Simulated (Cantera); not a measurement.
An isothermal, constant-pressure homogeneous reactor starts with N₂O : H₂O = 1 : 0.1 (molar parts), at 1250 K and 0.0267 bar.

Detailed kinetics in Cantera: GRI-Mech 3.0 (53 species, 325 reactions). GRI-Mech 3.0 was tuned for natural gas; its chemistry of N2O as a main component is partial and can be far from experiment. Radical loss at walls, strong at low pressure, is not modelled. The mechanism lacks the step 2 NO + O2 → 2 NO2, which can matter for NO2 below about 1400 K. The temperature is held fixed by assumption; the heat of reaction is taken as removed at once.

Q: Predict: x(N₂O) at 30.0 s; x(H₂O) at 30.0 s; x(O) at 30.0 s; x(N₂) at 30.0 s; x(H₂) at 30.0 s.

A: 
* **x(N₂O) at 30.0 s**: 0.126 (gas-phase equilibrium 3.05e-9)
* **x(H₂O) at 30.0 s**: 0.0664 (gas-phase equilibrium 0.0625)
* **x(O) at 30.0 s**: 3.69e-6 (gas-phase equilibrium 2.38e-7)
* **x(N₂) at 30.0 s**: 0.513 (gas-phase equilibrium 0.625)
* **x(H₂) at 30.0 s**: 2.88e-7 (gas-phase equilibrium 2.38e-8)
